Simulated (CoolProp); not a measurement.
The fluid at 396.88 K and 3.62 MPa flows at 0.46 m/s in a round tube of 50 mm bore and 1.5 µm roughness, fully developed (64/Re and Nu = 3.66 if laminar; Colebrook and Gnielinski if turbulent). The same conditions are run with several fluids, on thermodynamics alone (safety and materials aside).

The numbers come from the reference Helmholtz-energy equation of state of each fluid (C3F8 (R218): Lemmon 2006; c-C4F8 (RC318): Platzer 1990; R125: Lemmon 2005; R227EA: Lemmon 2016; nitrogen: Span 2000) in CoolProp. The equations of Platzer and Polt are older, rougher fits.

### Question
Rank C3F8 (R218), c-C4F8 (RC318), R125, R227EA, nitrogen by Reynolds number, highest first.

### Answer
R227EA (364000), C3F8 (R218) (307000), c-C4F8 (RC318) (289000), R125 (197000), nitrogen (31100)

| fluid | Darcy friction factor | pressure drop (Pa/m) | heat-transfer coefficient (W/(m² K)) | mass flow (kg/h) |
|---|---|---|---|---|
| C3F8 (R218) | 0.0147 | 9.55 | 307 | 998 |
| c-C4F8 (RC318) | 0.0149 | 26.4 | 926 | 2720 |
| R125 | 0.0159 | 5.64 | 179 | 545 |
| R227EA | 0.0143 | 11.0 | 509 | 1190 |
| nitrogen | 0.0234 | 1.50 | 49.2 | 98.8 |

Transport values come from each fluid's own correlations; those of C3F8 (R218), c-C4F8 (RC318), R227EA are estimates that may be off by 10 % or more.
